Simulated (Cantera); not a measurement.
Feed: 1 mol borazine, 2.7 mol O2, 0.19 mol H2, 1.3 mol NH3, held at 1400 K and 0.00400 bar.

Equilibrium computed with Cantera from the NASA thermochemical tables; the gas is ideal and each condensed phase is pure. Candidate condensed phases: B, BN, B2O3, B3O3H3, H2O; 39 gas species. The feed counts by its element totals alone. Gases not in the tables: H3BO3. Kinetics and transport are ignored.

Base state: H2 0.568, N2 0.288, H2O 0.0975, HBO2 0.0461, B2O3 0.000601, HBO 7.54e-5, H 5.79e-5, (HBO2)3 1.17e-5 (mole fractions); condensed: B2O3(l).

Question: What changes in the equilibrium state with this change: H2 from 0.19 to 120 mol?

Answer: 
| species | before | after |
|---|---|---|
| H2 | 0.568 | 0.970 |
| N2 | 0.288 | 0.0168 |
| HBO2 | 0.0461 | 0.00838 |
| H2O | 0.0975 | 0.00322 |
| (HBO2)3 | 1.17e-5 | 7.00e-8 |
| HBO | 7.54e-5 | 0.000710 |
| B2O3(l), mol | 1.32 | 0.842 |
